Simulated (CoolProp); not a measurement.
Values from CoolProp's reference Helmholtz-energy equation of state, Lemmon 2006. It is a short technical equation, of lower accuracy than the large ones.

**Question.** For nitrous oxide, give the phase and the Z, cv (kJ/(kg K)), speed of sound (m/s), Joule-Thomson coefficient (K/MPa) at 324.5 K and 3.96 MPa; 334.5 K and 3.96 MPa.

**Answer.** 
- 324.5 K and 3.96 MPa: gas; Z 0.818, cv 0.786, speed of sound 250, Joule-Thomson coefficient 9.21
- 334.5 K and 3.96 MPa: gas; Z 0.838, cv 0.783, speed of sound 257, Joule-Thomson coefficient 8.51
